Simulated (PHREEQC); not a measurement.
0.28 g of hydrous ferric oxide (600 m²/g; 0.2 weak and 0.005 strong sites per Fe, Dzombak-Morel constants, diffuse double layer) in 1 kg of water with 0.05 mol/kgw of an inert sodium salt and 2.6e-05 mol MnCl2, at 25 °C; the pH is set by adding NaOH or the inert anion's acid. No oxygen is let in. CO2 from the air is kept out. No solid was allowed to form.

Model: ion-association model, wateq4f.dat, run in PHREEQC.

```tsv
pH	Mn sorbed (%)	surface charge σ (C/m²)	surface potential ψ (mV)
4	0.0	0.294	160
4.67	0.0	0.219	145
5.33	0.3	0.146	124
6	4.0	0.089	99
6.67	27.8	0.050	72
7.33	63.1	0.024	42
8.67	99.5	-0.013	-25
9.33	100.0	-0.035	-57
10	100.0	-0.069	-87
10.67	100.0	-0.118	-113
11.33	100.0	-0.184	-135
12	100.0	-0.263	-148
```
